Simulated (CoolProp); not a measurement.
Properties of tetrahydrofuran along the isotherm 243.75 °C.

Values from CoolProp's reference Helmholtz-energy equation of state, Fiedler 2023.

```tsv
p (bar)	phase	Z	fugacity coefficient
0.252	gas	0.9981	0.9981
0.38	gas	0.9972	0.9972
0.573	gas	0.9958	0.9958
0.864	gas	0.9936	0.9937
1.3	gas	0.9904	0.9905
1.97	gas	0.9853	0.9855
2.97	gas	0.9777	0.9782
4.47	gas	0.9662	0.9672
6.75	gas	0.9481	0.9505
10.2	gas	0.9196	0.9253
15.4	gas	0.8734	0.8874
23.2	gas	0.7944	0.8303
35	gas	0.6324	0.7416
52.7	liquid	0.1566	0.5445
79.6	liquid	0.2251	0.3897
```
